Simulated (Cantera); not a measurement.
Cantera run, input and output.

```python
import numpy as np
import cantera as ct

gas = ct.Solution("gri30.yaml")
gas.TPX = 1073, 100000, {'N2O': 1, 'N2': 9.7}
reactor = ct.IdealGasConstPressureReactor(gas, energy="off", clone=False)
net = ct.ReactorNet([reactor])
net.rtol, net.atol = 1e-08, 1e-18
show = ['N2O', 'O', 'NO', 'NO2', 'N2', 'O2']
times = np.geomspace(3e-05, 8, 11)

steps = ct.SolutionArray(gas, extra=["t"])
rows = []
print(f"{'t/s':>10s}{'T/K':>9s}{'P/Pa':>11s}" + "".join(f"{s:>11s}" for s in show))
for t in times:
    while net.time < t:
        t_next = net.step()
        steps.append(gas.state, t=t_next)
    rows.append([np.interp(t, steps.t, y) for y in (steps.T, steps.P, *steps(*show).X.T)])
    print(f"{t:10.3e}{rows[-1][0]:9.1f}{rows[-1][1]:11.4g}" + "".join(f"{x:11.3e}" for x in rows[-1][2:]))
rate = np.gradient(steps.T, steps.t)
print("integrator steps:", len(steps.t))
if steps.T.max() > steps.T[0] + 200:
    print(f"time of steepest temperature rise: {steps.t[rate.argmax()]:.4e} s")
gas.TPX = 1073, 100000, {'N2O': 1, 'N2': 9.7}
gas.equilibrate("TP")
print(f"equilibrium (TP): T = {gas.T:.1f} K  " + "  ".join(f"{s} {gas[s].X[0]:.3e}" for s in show))
```

Output:

```
       t/s      T/K       P/Pa        N2O          O         NO        NO2         N2         O2
 3.000e-05   1073.0      1e+05  9.346e-02  4.725e-08  8.718e-10  2.318e-16  9.065e-01  6.863e-09
 1.046e-04   1073.0      1e+05  9.346e-02  1.190e-07  8.517e-09  2.202e-14  9.065e-01  6.704e-08
 3.650e-04   1073.0      1e+05  9.346e-02  1.803e-07  5.774e-08  1.011e-12  9.065e-01  4.545e-07
 1.273e-03   1073.0      1e+05  9.345e-02  1.855e-07  2.544e-07  1.956e-11  9.065e-01  2.002e-06
 4.441e-03   1073.0      1e+05  9.344e-02  1.855e-07  9.421e-07  2.660e-10  9.066e-01  7.418e-06
 1.549e-02   1073.0      1e+05  9.340e-02  1.855e-07  3.338e-06  3.236e-09  9.066e-01  2.630e-05
 5.404e-02   1073.0      1e+05  9.325e-02  1.853e-07  1.166e-05  3.544e-08  9.066e-01  9.207e-05
 1.885e-01   1073.0      1e+05  9.274e-02  1.847e-07  4.037e-05  3.054e-07  9.069e-01  3.204e-04
 6.575e-01   1073.0      1e+05  9.100e-02  1.821e-07  1.379e-04  1.666e-06  9.078e-01  1.103e-03
 2.293e+00   1073.0      1e+05  8.527e-02  1.733e-07  4.533e-04  6.258e-06  9.106e-01  3.679e-03
 8.000e+00   1073.0      1e+05  6.879e-02  1.477e-07  1.312e-03  1.877e-05  9.188e-01  1.111e-02
integrator steps: 654
equilibrium (TP): T = 1073.0 K  N2O 2.853e-09  O 2.646e-10  NO 3.374e-05  NO2 5.194e-07  N2 9.553e-01  O2 4.463e-02
```

Detailed kinetics in Cantera: GRI-Mech 3.0 (53 species, 325 reactions). GRI-Mech 3.0 was tuned for natural gas; its chemistry of N2O as a main component is partial and can be far from experiment. The mechanism lacks the step 2 NO + O2 → 2 NO2, which can matter for NO2 below about 1400 K. The temperature is held fixed by assumption; the heat of reaction is taken as removed at once.
